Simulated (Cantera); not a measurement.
## Premixed flame

A freely propagating, adiabatic, planar premixed flame of H2 : O2 : N2 : H2O = 1 : 0.278 : 1.04 : 0.056 (molar parts), equivalence ratio 1.8, unburnt at 575 K and 7.20 bar; mixture-averaged transport, grid criteria slope 0.08 and curve 0.16, no radiation.

Cantera simulation using the H2/O2 subset of GRI-Mech 3.0, which has no nitrogen chemistry; the numbers are that mechanism's predictions, not measurements. The hydrogen kinetics of GRI-Mech 3.0 are dated; newer H2 mechanisms differ, most at raised pressure. Burning velocities carry a grid error of a few per cent, more on coarse grids.

```
z (mm)    T (K)  u (m/s)   x H2      x O2   x H2O      x H     x HO2   x H2O2
--------  -----  -------  -----  --------  ------  -------  --------  -------
-0.103      575     7.79  0.421     0.117  0.0236    <1e-8     <1e-8    <1e-8
-0.0684     575     7.79  0.421     0.117  0.0236    <1e-8     <1e-8    <1e-8
-0.0513     575     7.79  0.421     0.117  0.0236    <1e-8   8.24e-8    <1e-8
-0.0342     576     7.80  0.420     0.117  0.0237    <1e-8   3.01e-6  6.96e-8
-0.0171     643     8.53  0.406     0.118  0.0270  8.27e-5  0.000704  2.33e-5
-0.00855    947     12.2  0.366     0.109  0.0566  0.00350   0.00100  8.38e-5
0          1367     17.1  0.300    0.0792   0.126   0.0183  0.000462  2.98e-5
0.00855    1667     20.6  0.238    0.0399   0.202   0.0358  0.000203  4.64e-6
0.0171     1830     22.5  0.205    0.0164   0.246   0.0437   7.89e-5  2.49e-6
0.0342     1973     24.1  0.190   0.00294   0.273   0.0417   1.36e-5  1.16e-6
0.0684     2085     25.3  0.193  0.000504   0.281   0.0310   2.70e-6  5.51e-7
0.137      2175     26.3  0.198  0.000191   0.285   0.0203   1.12e-6  2.85e-7
0.274      2239     26.9  0.203   7.30e-5   0.288   0.0122   4.23e-7  1.37e-7
```
x: mole fraction of selected species; z is measured from the peak of heat release.

* **laminar burning velocity**: 779 cm/s
* **thermal thickness**: 0.0342 mm
* **peak x(H)**: 0.0446
* **peak x(HO2)**: 0.00124
* **peak x(H2O2)**: 8.40e-5
* **grid points**: 112
